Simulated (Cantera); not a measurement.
**Equilibrium for metals in furnace atmospheres: Fe + H2S + N2**

Feed: 1 mol Fe, 0.0061 mol H2S, 130 mol N2, at 923.15 K and 75.0 Torr.

Method: chemical equilibrium by Gibbs-energy minimisation in Cantera with the NASA 1993 tables (ideal gas, pure condensed phases). Candidate condensed phases: Fe, FeS, FeS2, S; 16 gas species. FeS: taken at fixed stoichiometry. Kinetics and transport are ignored.

| Quantity | Value |
|---|---|
| x(N2) | 1.000 |
| x(H2) | 4.69e-5 |
| n(Fe(α)) | 0.994 mol |
| n(FeS(s)) | 0.00610 mol |
| gas amount | 130.0 mol |
| log10 activity of S(l) (absent) | -5.91 |
